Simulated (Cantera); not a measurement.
Cantera run, input and output.

```python
import numpy as np
import cantera as ct

gas = ct.Solution("gri30.yaml")
gas.TPX = 548, 260000, {'CH4': 1, 'H2': 0.27, 'O2': 3.19, 'N2': 15.3}
flame = ct.FreeFlame(gas, width=0.02)
flame.set_refine_criteria(ratio=3, slope=0.08, curve=0.16)
flame.transport_model = "mixture-averaged"
flame.solve(loglevel=0, auto=True)
z, T = flame.grid, flame.T
thick = (T[-1] - T[0]) / np.gradient(T, z).max()
show = ['CH4', 'H2', 'O2', 'C2H6', 'CH2CO', 'CO']
print(f"laminar burning velocity  {flame.velocity[0] * 100:.3f} cm/s")
print(f"burnt temperature         {T[-1]:.1f} K")
print(f"thermal thickness         {thick * 1e3:.4f} mm")
print(f"grid points               {len(z)}")
z0 = z[flame.heat_release_rate.argmax()]
print(f"{'z/mm':>9s}{'T/K':>9s}{'u/(m/s)':>9s}" + "".join(f"{s:>11s}" for s in show))
rows = []
for k in (-3, -2, -1.5, -1, -0.5, -0.25, 0, 0.25, 0.5, 1, 2, 4, 8):
    zz = z0 + k * thick
    rows.append([k * thick, np.interp(zz, z, T), np.interp(zz, z, flame.velocity),
                 *(np.interp(zz, z, flame.X[gas.species_index(s)]) for s in show)])
    print(f"{rows[-1][0] * 1e3:9.3f}{rows[-1][1]:9.1f}{rows[-1][2]:9.3f}" + "".join(f"{x:11.3e}" for x in rows[-1][3:]))
```

It prints:

```
laminar burning velocity  25.539 cm/s
burnt temperature         1779.4 K
thermal thickness         0.3627 mm
grid points               133
     z/mm      T/K  u/(m/s)        CH4         H2         O2       C2H6      CH2CO         CO
   -1.088    549.8    0.256  5.056e-02  1.267e-02  1.615e-01  1.091e-07  7.635e-09  1.838e-05
   -0.725    559.6    0.260  5.008e-02  1.152e-02  1.610e-01  1.210e-06  9.255e-08  1.367e-04
   -0.544    583.8    0.272  4.886e-02  1.040e-02  1.595e-01  5.329e-06  4.328e-07  4.597e-04
   -0.363    675.4    0.314  4.427e-02  8.680e-03  1.528e-01  3.141e-05  2.783e-06  1.842e-03
   -0.181    977.8    0.457  2.918e-02  6.401e-03  1.272e-01  1.791e-04  1.840e-05  7.164e-03
   -0.091   1252.2    0.586  1.549e-02  5.159e-03  1.017e-01  2.535e-04  4.157e-05  1.240e-02
    0.000   1532.1    0.717  2.884e-03  3.426e-03  7.336e-02  2.955e-05  3.805e-05  1.553e-02
    0.091   1655.3    0.772  9.461e-05  1.567e-03  6.036e-02  3.157e-08  2.493e-06  9.832e-03
    0.181   1704.9    0.792  2.165e-06  9.171e-04  5.693e-02  2.017e-11  6.249e-08  5.159e-03
    0.363   1747.4    0.810  2.817e-09  4.505e-04  5.504e-02  7.203e-17  8.890e-11  1.817e-03
    0.725   1769.8    0.820  3.572e-13  1.451e-04  5.442e-02  4.143e-23  1.374e-14  4.720e-04
    1.451   1777.3    0.823  3.111e-16  3.810e-05  5.435e-02  1.143e-27  7.821e-18  1.052e-04
    2.901   1779.1    0.824  1.615e-16  1.619e-05  5.436e-02  8.215e-28  1.201e-18  3.117e-05
```

Model: GRI-Mech 3.0 (53 species, 325 reactions), integrated in Cantera. Burning velocities carry a grid error of a few per cent, more on coarse grids.
